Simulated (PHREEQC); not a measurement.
Hard or scaling water (model solution)

Solution (70 °C): 0.006 mol/kgw CaSO4, 0.19 mol/kgw Na2HPO4 and 0.00019 mol/kgw KCl. Closed to the air; pH follows from the charge balance.

Model: ion-association model, phreeqc.dat, run in PHREEQC.

```
Item                       Value
-----------------  -------------
pH                          8.21
ionic strength     0.522 mol/kgw
activity of water          0.991
density              1.001 g/cm³
total alkalinity      190 meq/kg
```

```json
[
 {"species": "Na+", "molality": "0.357", "activity": "0.247", "log γ": "-0.160"},
 {"species": "HPO4-2", "molality": "0.159", "activity": "0.0297", "log γ": "-0.728"},
 {"species": "NaHPO4-", "molality": "0.0214", "activity": "0.0143", "log γ": "-0.174"},
 {"species": "SO4-2", "molality": "0.00421", "activity": "0.000750", "log γ": "-0.749"},
 {"species": "H2PO4-", "molality": "0.00357", "activity": "0.00239", "log γ": "-0.174"},
 {"species": "CaPO4-", "molality": "0.00322", "activity": "0.00215", "log γ": "-0.174"},
 {"species": "CaHPO4", "molality": "0.00240", "activity": "0.00271", "log γ": "0.052"},
 {"species": "NaSO4-", "molality": "0.00178", "activity": "0.00119", "log γ": "-0.174"},
 {"species": "Ca+2", "molality": "0.000351", "activity": "8.00e-5", "log γ": "-0.642"},
 {"species": "PO4-3", "molality": "0.000326", "activity": "4.71e-6", "log γ": "-1.841"},
 {"species": "Cl-", "molality": "0.000190", "activity": "0.000118", "log γ": "-0.205"},
 {"species": "K+", "molality": "0.000179", "activity": "0.000110", "log γ": "-0.210"},
 {"species": "OH-", "molality": "4.25e-5", "activity": "2.57e-5", "log γ": "-0.218"},
 {"species": "CaH2PO4+", "molality": "1.55e-5", "activity": "1.04e-5", "log γ": "-0.174"}
]
```

This is a speciation only: nothing precipitates in the calculation. Saturation is exceeded, for instance for Hydroxyapatite; the values hold only as long as no solid forms. Constants without temperature data keep their 25 °C values here.
